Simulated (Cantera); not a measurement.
Charge: 1 mol BN, 2.9 mol Cl2, 70 mol N2, held at 1102 °C and 0.133 bar.

These are equilibrium values from Cantera (NASA tables, ideal gas, pure condensed phases), not measurements of a reactor. Candidate condensed phases: B, BN; 10 gas species. Rates play no part.

Base state: N2 0.963, Cl2 0.0152, BCl3 0.0137, Cl 0.00788 (mole fractions); condensed: gas only.

Q: What changes in the equilibrium state with this change: temperature from 1102 °C to 1025 °C?

A: 
| species | before | after |
|---|---|---|
| N2 | 0.963 | 0.965 |
| Cl2 | 0.0152 | 0.0170 |
| BCl3 | 0.0137 | 0.0137 |
| Cl | 0.00788 | 0.00436 |

Q: What changes in the equilibrium state with this change: temperature from 1102 °C to 777 °C?

A: 
| species | before | after |
|---|---|---|
| N2 | 0.963 | 0.967 |
| Cl2 | 0.0152 | 0.0191 |
| BCl3 | 0.0137 | 0.0137 |
| Cl | 0.00788 | 0.000299 |

Q: What changes in the equilibrium state with this change: temperature from 1102 °C to 1850 °C?

A: 
| species | before | after |
|---|---|---|
| N2 | 0.963 | 0.946 |
| Cl | 0.00788 | 0.0402 |
| BCl3 | 0.0137 | 0.0111 |
| Cl2 | 0.0152 | 0.000163 |
| BCl | <1e-9 | 0.000637 |
| BCl2 | 1.14e-8 | 0.00164 |
The tables' values for BCl2, BCl are old estimates; treat these amounts as uncertain.
